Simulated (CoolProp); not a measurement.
Aqueous calcium chloride as a coolant, at 15 °C, 1 atm.

Values from CoolProp's Melinder's fits for secondary coolants.

```
mass %  freezing point (°C)  conductivity (W/(m K))  cp (kJ/(kg K))  viscosity (mPa s)  density (kg/m³)
------  -------------------  ----------------------  --------------  -----------------  ---------------
5.2                    -2.5                   0.584           3.869               1.29             1042
7.3                    -3.8                   0.582           3.749               1.36             1061
9.5                    -5.4                   0.579           3.626               1.44             1082
11.6                   -7.3                   0.577           3.511               1.54             1102
13.7                   -9.5                   0.575           3.399               1.65             1121
15.9                  -12.2                   0.572           3.287               1.79             1142
18                    -15.1                   0.570           3.187               1.96             1163
20.2                  -18.6                   0.567           3.090               2.17             1184
22.3                  -22.6                   0.564           3.007               2.41             1204
24.4                  -27.4                   0.561           2.931               2.70             1225
26.6                  -33.9                   0.558           2.860               3.07             1248
28.7                  -41.9                   0.556           2.796               3.51             1270
```
